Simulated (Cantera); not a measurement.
What does this Cantera script print?

```python
import numpy as np
import cantera as ct

surf = ct.Interface("diamond.yaml", "diamond_100")
gas, bulk = surf.adjacent["gas"], surf.adjacent["diamond"]
k = surf.kinetics_species_index(bulk.species_names[0])
cover = ["c6HH", "c6H*", "c6*H", "c6**", "c6HM", "c6B"]

rows, drift = [], 0.0
print(f"{'xCH3':>10s}{'um/h':>11s}" + "".join(f"{s:>11s}" for s in cover))
for v in [1e-06, 2.4e-06, 5.9e-06, 1.4e-05, 3.4e-05, 8.3e-05, 0.0002, 0.00049, 0.0012]:
    T, P, xH, xCH3 = 1250, 7100, 0.0083, v
    gas.TPX = T, P, {"H": xH, "CH3": xCH3, "CH4": 0.022, "H2": 1 - xH - xCH3 - 0.022}
    surf.TP = bulk.TP = T, P
    surf.coverages = "c6H*:0.1, c6HH:0.9"
    surf.advance_coverages(100.0)
    before = surf.coverages
    surf.advance_coverages(100.0)
    drift = max(drift, np.max(np.abs(surf.coverages - before) / (surf.coverages + 1e-9)))
    rate = surf.net_production_rates[k] * bulk.mean_molecular_weight / bulk.density * 3.6e9
    rows.append([rate, *surf[cover].coverages])
    print(f"{v:10.4g}{rate:11.4e}" + "".join(f"{x:11.3e}" for x in rows[-1][1:]))
```

Result:

```
      xCH3       um/h       c6HH       c6H*       c6*H       c6**       c6HM        c6B
     1e-06 2.8919e-02  4.092e-01  4.388e-02  5.098e-01  3.713e-02  7.051e-06  7.847e-11
   2.4e-06 6.9402e-02  4.092e-01  4.387e-02  5.098e-01  3.713e-02  1.692e-05  1.883e-10
   5.9e-06 1.7060e-01  4.092e-01  4.387e-02  5.097e-01  3.712e-02  4.160e-05  4.629e-10
   1.4e-05 4.0471e-01  4.092e-01  4.387e-02  5.097e-01  3.711e-02  9.869e-05  1.098e-09
   3.4e-05 9.8228e-01  4.091e-01  4.386e-02  5.095e-01  3.708e-02  2.395e-04  2.665e-09
   8.3e-05 2.3944e+00  4.088e-01  4.383e-02  5.092e-01  3.700e-02  5.841e-04  6.497e-09
    0.0002 5.7498e+00  4.083e-01  4.376e-02  5.084e-01  3.682e-02  1.403e-03  1.560e-08
   0.00049 1.3968e+01  4.070e-01  4.358e-02  5.064e-01  3.638e-02  3.413e-03  3.790e-08
    0.0012 3.3517e+01  4.038e-01  4.317e-02  5.016e-01  3.534e-02  8.215e-03  9.095e-08
```

Detailed kinetics in Cantera: the Harris–Goodwin 1993 mechanism for the reconstructed diamond (100) surface.
